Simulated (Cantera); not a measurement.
A closed system holds: 1 mol Fe3O4, 1.3 mol C, 0.16 mol CO, 2.3 mol CH4, at 1 atm.

Method: chemical equilibrium by Gibbs-energy minimisation in Cantera with the NASA 1993 tables (ideal gas, pure condensed phases). Candidate condensed phases: C, C6H6, C7H8, C8H18, Fe, Fe(CO)5, FeO, Fe(OH)2, Fe(OH)3, Fe2O3, Fe3O4, H2O; 114 gas species. Rates play no part. All values below are at 1548 K.

Base state: H2 0.514, CO 0.439, H2O 0.0366, CO2 0.0112, H 2.19e-5 (mole fractions); condensed: Fe(γ).

Question: What changes in the equilibrium state with this change: CH4 from 2.3 to 3.3 mol?

Answer: 
```
species            before     after
----------------  -------  --------
H2                  0.514     0.612
CO                  0.439     0.387
CH4               4.19e-6  0.000779
H2O                0.0366  0.000295
CO2                0.0112   6.67e-5
H                 2.19e-5   2.39e-5
Fe(γ), mol           3.00      3.00
C(graphite), mol        0     0.595
```
Iron dissolves carbon and melts from about 1420 K in contact with it, which pure phases cannot show. Condensed phases not in the tables: cementite and carbon dissolved in iron.
